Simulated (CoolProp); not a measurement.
Dodecamethylpentasiloxane (MD3M) along the isotherm 620 K: fugacity coefficient from the reference equation and from simpler models built on Tc = 628.0 K, pc = 9.540 bar, ω = 0.730; each cubic takes its own stable root.

Model: reference Helmholtz-energy equation of state, Thol 2019, in CoolProp.

| p (bar) | phase | reference |
|---|---|---|
| 0.53 | gas | 0.9786 |
| 1.06 | gas | 0.9574 |
| 1.59 | gas | 0.9364 |
| 2.12 | gas | 0.9154 |
| 2.65 | gas | 0.8947 |
| 3.18 | gas | 0.8740 |
| 3.71 | gas | 0.8534 |
| 4.24 | gas | 0.8329 |
| 4.77 | gas | 0.8125 |

Question: How far does each simpler model (van der Waals, Redlich-Kwong, Soave-Redlich-Kwong, Peng-Robinson) lie from the reference over these 9 states: mean and median of the absolute difference, and the worst?

Answer: 
- van der Waals: mean 2.4 %, median 2.3 %, worst +4.3 % at 620 K and 4.77 bar
- Redlich-Kwong: mean 1.0 %, median 1.0 %, worst +1.9 % at 620 K and 4.77 bar
- Soave-Redlich-Kwong: mean 0.8 %, median 0.8 %, worst +1.5 % at 620 K and 4.77 bar
- Peng-Robinson: mean 0.3 %, median 0.3 %, worst -0.4 % at 620 K and 4.77 bar
